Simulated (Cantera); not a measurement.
Catalytic combustion on Pt

An isothermal plug-flow reactor at 698 K and 3.60 bar (inlet), inlet velocity 2.8 m/s, active area per volume 8900 1/m; feed H₂ : O₂ : N₂ : H₂O = 0.017 : 0.075 : 0.79 : 0.03 (molar parts).

Cantera simulation using Deutschmann's 1995 Pt surface mechanism with GRI-Mech 3.0 gas chemistry; the numbers are that mechanism's predictions, not measurements. Catalytic surfaces can have several steady states; this one follows from the mechanism file's or the stated starting coverage. Mass transfer to the wall is taken as infinitely fast.

| z (m) | x H₂ | x O₂ | x H₂O | θ free Pt | θ O* | θ OH* |
|---|---|---|---|---|---|---|
| 5.5e-05 | 0.00551 | 0.0762 | 0.0464 | 0.130 | 0.843 | 0.0274 |
| 9.1e-05 | 0.00373 | 0.0753 | 0.0482 | 0.0887 | 0.888 | 0.0235 |
| 0.00015 | 0.00243 | 0.0747 | 0.0495 | 0.0583 | 0.922 | 0.0196 |
| 0.00025 | 0.00152 | 0.0743 | 0.0505 | 0.0369 | 0.947 | 0.0159 |
| 0.00042 | 0.000921 | 0.0740 | 0.0511 | 0.0229 | 0.964 | 0.0127 |
| 0.00071 | 0.000542 | 0.0739 | 0.0515 | 0.0143 | 0.976 | 0.0101 |
| 0.0012 | 0.000306 | 0.0737 | 0.0517 | 0.00939 | 0.982 | 0.00822 |
| 0.002 | 0.000161 | 0.0737 | 0.0519 | 0.00677 | 0.986 | 0.00699 |
| 0.0033 | 7.30e-5 | 0.0736 | 0.0519 | 0.00543 | 0.988 | 0.00627 |
| 0.0055 | 2.35e-5 | 0.0736 | 0.0520 | 0.00477 | 0.989 | 0.00589 |
x: gas mole fraction; θ: surface coverage.
